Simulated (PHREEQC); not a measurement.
## Brackish or sea water: an equilibrium model

Synthetic water in mmol/kgw, 20 °C, pH 6.75:

```json
[
 {"constituent": "Na", "mmol/kgw": "252"},
 {"constituent": "K", "mmol/kgw": "40.8"},
 {"constituent": "Ca", "mmol/kgw": "9.49"},
 {"constituent": "Mg", "mmol/kgw": "102"},
 {"constituent": "Cl", "mmol/kgw": "450"},
 {"constituent": "S(6)", "mmol/kgw": "24.1"},
 {"constituent": "Alkalinity (meq/kgw)", "mmol/kgw": "2.19e-08"},
 {"constituent": "Li", "mmol/kgw": "0.32"}
]
```

Cl is adjusted to close the charge balance.
Valence states are taken as typed.

The numbers come from PHREEQC with the Pitzer model, pitzer.dat.

The ionic strength comes out as 0.652 mol/kgw, the activity of water comes out as 0.986 and the specific conductance comes out as 37800 µS/cm. The density is 1.020 g/cm³. The osmotic coefficient is 0.890.

```csv
species,molality,activity,log γ
Cl-,0.468,0.295,-0.201
Na+,0.252,0.181,-0.144
Mg+2,0.102,0.0267,-0.581
K+,0.0408,0.0272,-0.175
SO4-2,0.0241,0.00206,-1.067
Ca+2,0.00949,0.00227,-0.622
Li+,0.000320,0.000249,-0.108
H+,2.20e-7,1.78e-7,-0.093
MgOH+,1.54e-7,1.48e-7,-0.020
OH-,7.77e-8,3.79e-8,-0.311
HSO4-,4.67e-8,3.05e-8,-0.185
HCO3-,3.44e-8,2.05e-8,-0.224
```

No solid was allowed to form.
